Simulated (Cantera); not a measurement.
Mixture: H₂ : O₂ : N₂ : NO = 1 : 0.562 : 2.11 : 0.015 (molar parts), at 500000 Pa, adiabatic and at constant volume. Ignition delay is the time to a rise of 400 K.

Computed with Cantera and GRI-Mech 3.0 (53 species, 325 reactions). The hydrogen kinetics of GRI-Mech 3.0 are dated; newer H2 mechanisms differ, most at raised pressure. The mechanism lacks 2 NO + O2 → 2 NO2 and HONO, so NO2 and the effect of NO are under-described below about 1400 K. Below about 950 K walls govern HO2 and H2O2 in real vessels.

Task: What does this change do: NO 0.015 to 0.01 parts?

Result: 
| quantity | before | after |
|---|---|---|
| delay at 925 K | 0.241 ms | 0.331 ms |
| delay at 1075 K | 39.7 µs | 47.5 µs |
| delay at 1225 K | 9.85 µs | 10.2 µs |
| delay at 1375 K | 4.25 µs | 4.27 µs |
| apparent activation energy between 1300 and 1450 K | 69 kJ/mol | 71 kJ/mol |

Task: What does this change do: pressure from 500000 Pa to 570000 Pa?

Result: 
| quantity | before | after |
|---|---|---|
| delay at 925 K | 0.241 ms | 0.238 ms |
| delay at 1075 K | 39.7 µs | 39.2 µs |
| delay at 1225 K | 9.85 µs | 9.16 µs |
| delay at 1375 K | 4.25 µs | 3.79 µs |
| apparent activation energy between 1300 and 1450 K | 69 kJ/mol | 72 kJ/mol |
